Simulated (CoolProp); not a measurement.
The fluid at 301.31 K and 0.258 MPa is compressed adiabatically to 1.37 MPa with isentropic efficiency 0.85. The same conditions are run with several fluids, on thermodynamics alone (safety and materials aside).

Computed with CoolProp (reference Helmholtz-energy equation of state of each fluid (cyclopropane: Polt 1992; R152A: Outcalt 1996; ammonia: Gao 2020; R134a: Tillner-Roth 1994; R125: Lemmon 2005)). The equations of Platzer and Polt are older, rougher fits.

### Question
Rank cyclopropane, R152A, ammonia, R134a, R125 by work (kJ/kg), highest first.

### Answer
ammonia (341), cyclopropane (123), R152A (75.6), R134a (47.8), R125 (41.1)

```
fluid         final temperature (K)  final density (kg/m³)
------------  ---------------------  ---------------------
cyclopropane                  390.1                   19.7
R152A                         381.7                   32.7
ammonia                       457.7                   6.31
R134a                         367.0                   53.4
R125                          359.4                   62.1
```
